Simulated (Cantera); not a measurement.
A closed system holds: 1 mol Si3N4, 14 mol F2, 8.6 mol N2, 16 mol Cl2, at 1023.15 K.

Method: chemical equilibrium by Gibbs-energy minimisation in Cantera with the NASA 1993 tables (ideal gas, pure condensed phases). Candidate condensed phases: Si, Si3N4; 24 gas species. The numbers say what is thermodynamically allowed, not how fast it happens.

x: gas mole fraction; nothing condenses.

```tsv
P (Pa)	x ClF	x N2	x Cl2	x SiF4	x Cl	x F	x F2
1	0.352	0.265	0.187	0.0749	0.0744	0.0479	1.52e-6
3.60	0.384	0.272	0.199	0.0771	0.0405	0.0267	1.71e-6
13	0.403	0.277	0.205	0.0783	?	?	1.82e-6
46	0.414	0.279	0.209	0.0790	0.0116	0.00785	1.88e-6
170	0.419	0.280	0.211	0.0794	0.00607	0.00412	1.92e-6
600	0.422	0.281	0.212	0.0796	0.00324	0.00220	1.93e-6
2200	0.424	0.282	0.212	0.0797	0.00169	0.00115	1.94e-6
7700	0.425	0.282	0.212	0.0797	?	?	1.95e-6
28000	0.425	0.282	0.213	0.0798	0.000475	0.000324	1.95e-6
100000	0.425	0.282	0.213	0.0798	0.000251	0.000172	1.95e-6
```

Task: What belongs in the gaps?

Result: 
- 13, x Cl: 0.0217
- 13, x F: 0.0145
- 7700, x Cl: 0.000905
- 7700, x F: 0.000618
